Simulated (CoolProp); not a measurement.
A simple Rankine cycle with cyclohexane: condensing at 317.15 K, boiler at 0.398 MPa, turbine inlet 447.4 K, turbine efficiency 0.75, pump efficiency 0.7, no recuperator. Each further row changes one setting.

Model: reference Helmholtz-energy equation of state, Zhou 2014, in CoolProp.

```csv
case,thermal efficiency (%),net work (kJ/kg),heat in (kJ/kg),turbine exit temperature (K),volume ratio over the turbine
as stated,13.2,78.0,592,401.3,13.2
turbine inlet 467.4 K,12.9,82.2,635,422.0,13.2
condensing temperature 309.15 K,14.3,87.0,608,396.1,18.0
boiler pressure 0.279 MPa,11.6,68.8,596,408.3,9.21
turbine efficiency 0.65,11.4,67.5,592,407.1,13.4
```
